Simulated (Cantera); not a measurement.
Input (Python, Cantera) and output of one run.

```python
import numpy as np
import cantera as ct

gas_names = [...]  # 91 gases of nasa_gas.yaml made of C, Cl, H
cond_names = """
    C(gr) C6H6(L) C7H8(L) C8H18(L),n-octa
""".split()


# ... load() reads the species with a 1 bar reference pressure and builds the phases ...
atoms = {
    'CH3Cl': {'C': 1, 'H': 3, 'CL': 1},
    'H2': {'H': 2},
}
top_T = {'C(gr)': 4500}  # K; cautious upper limits of use, not melting points


# ... equilibrate(T, P, feed) seeds the gas with the atoms and calls Mixture.equilibrate('TP', solver="vcs", rtol=1e-11, max_steps=5000) ...
results = []
feed = {'CH3Cl': 1, 'H2': 0.046}  # mol
T = 3398.15  # K
for P in [1, 6.8, 46, 320, 2200, 15000, 100000]:
    mix = equilibrate(T, P, feed)
    results.append((T, P, feed, dict(zip(mix.species_names, mix.species_moles))))

top = {s: max(r[3][s] / sum(r[3][g] for g in gas_names) for r in results) for s in gas_names}
cols = sorted((s for s in top if top[s] > 0.001), key=lambda s: -top[s])[:6]
seen = [c for c in cond_names if any(r[3].get(c, 0) > 1e-12 for r in results)]
print("log10 of partial pressures in bar; condensed amounts in mol")
print(f"{'P/Pa':>10s}" + "".join(f"{s[:9]:>10s}" for s in cols + seen))
for T, P, feed, n in results:
    ng = sum(n[g] for g in gas_names)
    print(f"{P:10.4g}" + "".join(f"{np.log10(max(n[s] / ng * P / 1e5, 1e-99)):10.3f}" for s in cols)
          + "".join(f"{n.get(c, 0):10.4g}" for c in seen))
```

It prints:

```
log10 of partial pressures in bar; condensed amounts in mol
      P/Pa         H        H2       HCL        CL         C        C3     C(gr)
         1    -5.217    -9.769   -10.083    -5.707    -5.708   -10.477         0
       6.8    -4.383    -8.103    -8.417    -4.874    -4.882    -8.000         0
        46    -3.547    -6.430    -6.743    -4.037    -4.111    -5.686         0
       320    -2.686    -4.707    -5.016    -3.171    -3.555    -4.018         0
      2200    -1.865    -3.065    -3.349    -2.325    -3.192    -2.928         0
   1.5e+04    -1.166    -1.668    -1.859    -1.533    -2.903    -2.060         0
     1e+05    -0.604    -0.544    -0.618    -0.854    -2.845    -1.887     0.505
```

Equilibrium computed with Cantera from the NASA thermochemical tables; the gas is ideal and each condensed phase is pure. The tables' values for CCl are old estimates; treat these amounts as uncertain.
